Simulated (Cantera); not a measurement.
Reactions in the system H-Ni-S

Source: NASA polynomial tables (part measured, part estimated), evaluated in Cantera. Values are per mole of reaction as written; species without (g) are pure solids or liquids, kept so even where they would boil at 1 bar.

4 H(g) + NiS2 → Ni + 2 H2S(g)

| T (K) | ΔH° (kJ) | ΔS° (J/K) | ΔG° (kJ) | log10 K |
|---|---|---|---|---|
| 425 | -788.9 | -109.8 | -742.2 | 91.22 |
| 450 | -790.2 | -112.9 | -739.4 | 85.83 |
| 475 | -791.6 | -115.8 | -736.6 | 81.00 |
| 500 | -792.9 | -118.6 | -733.6 | 76.64 |
| 525 | -794.3 | -121.1 | -730.7 | 72.69 |
| 550 | -795.5 | -123.5 | -727.6 | 69.10 |
| 575 | -796.8 | -125.7 | -724.5 | 65.81 |
| 600 | -798.0 | -127.8 | -721.3 | 62.79 |

Ni3S4 + 8 H(g) → 4 H2S(g) + 3 Ni

| T (K) | ΔH° (kJ) | ΔS° (J/K) | ΔG° (kJ) | log10 K |
|---|---|---|---|---|
| 425 | -1539.7 | -232.9 | -1440.7 | 177.06 |
| 450 | -1542.6 | -239.7 | -1434.8 | 166.54 |
| 475 | -1545.6 | -246.1 | -1428.7 | 157.11 |
| 500 | -1548.6 | -252.3 | -1422.5 | 148.60 |
| 525 | -1551.6 | -258.1 | -1416.1 | 140.89 |
| 550 | -1554.5 | -263.6 | -1409.6 | 133.87 |
| 575 | -1557.5 | -268.8 | -1402.9 | 127.44 |
| 600 | -1560.3 | -273.6 | -1396.1 | 121.54 |

NiS2 → 2 S + Ni

```
T (K)  ΔH° (kJ)  ΔS° (J/K)  ΔG° (kJ)  log10 K
-----  --------  ---------  --------  -------
425       136.9       36.3     121.5   -14.93
450       137.7       38.2     120.5   -13.99
475       138.7       40.2     119.6   -13.15
500       139.6       42.1     118.5   -12.38
525       140.5       43.9     117.4   -11.69
550       141.4       45.6     116.3   -11.05
575       142.2       47.0     115.2   -10.46
600       143.0       48.4     114.0    -9.92
```
